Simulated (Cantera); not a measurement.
**Thermodynamics of boron, boron nitride and boron oxide, feed BF₃ + H₂O + N₂**

Feed: 1 mol BF₃, a varied amount of H₂O, 3.5 mol N₂, held at 1300 K and 10000 Pa.

Equilibrium computed with Cantera from the NASA thermochemical tables; the gas is ideal and each condensed phase is pure. Candidate condensed phases: B, BN, B₂O₃, B₃O₃H₃, H₂O; 62 gas species. Gases not in the tables: H₃BO₃. Rates play no part.

From 0.81 mol H₂O to 14 mol H₂O the condensed part is B₂O₃(l). The share of B in condensed phases is highest at 9.4 mol H₂O (59.9 %) and lowest at 0.81 mol H₂O (3.5 %).

```csv
n(H₂O) (mol),x H₂O,x N₂,x HF,x BF₃,x BOF,x B₃O₃F₃,x HBO₂,n B₂O₃(l)
0.81,0.0678,0.633,0.155,0.108,0.0189,0.0150,0.00253,0.0173
1.2,0.108,0.587,0.183,0.0886,0.0177,0.0123,0.00320,0.0628
1.8,0.166,0.529,0.207,0.0674,0.0161,0.00938,0.00397,0.116
2.8,0.251,0.456,0.222,0.0452,0.0141,0.00628,0.00487,0.178
4.2,0.345,0.383,0.222,0.0277,0.0120,0.00385,0.00572,0.233
6.3,0.451,0.310,0.205,0.0148,0.00973,0.00205,0.00653,0.277
9.4,0.557,0.242,0.177,0.00684,0.00753,0.000951,0.00727,0.300
14,0.656,0.183,0.142,0.00278,0.00558,0.000386,0.00789,0.294
```
x: gas mole fraction; n: condensed amount in mol.
